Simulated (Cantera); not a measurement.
## Abatement and gas-phase synthesis: HI + O2 + H2

Input: 1 mol HI, a varied amount of O2, 0.035 mol H2, equilibrated at 1398.15 K and 1 atm.

Method: chemical equilibrium by Gibbs-energy minimisation in Cantera with the NASA 1993 tables (ideal gas, pure condensed phases). Candidate condensed phases: H2O, I2; 12 gas species. Equilibrium is a limit: real reactors are often held back by kinetics, nucleation or transport.

```csv
n(O2) (mol),x O2,x H2O,x I,x I2,x HI,x H2,x OH
0.25,4.53e-8,0.399,0.346,0.199,0.0543,0.000819,1.30e-6
0.87,0.317,0.281,0.275,0.125,0.000703,2.18e-7,5.60e-5
1.5,0.483,0.209,0.224,0.0834,0.000445,1.31e-7,5.36e-5
2.1,0.578,0.168,0.192,0.0613,0.000327,9.67e-8,5.03e-5
2.7,0.642,0.141,0.169,0.0474,0.000256,7.68e-8,4.73e-5
3.3,0.689,0.121,0.151,0.0379,0.000209,6.38e-8,4.47e-5
4,0.730,0.105,0.135,0.0302,0.000171,5.34e-8,4.20e-5
4.6,0.757,0.0934,0.124,0.0254,0.000147,4.68e-8,4.01e-5
```
x: gas mole fraction; nothing condenses.

From 0.25 mol O2 to 4.6 mol O2 nothing is condensed.
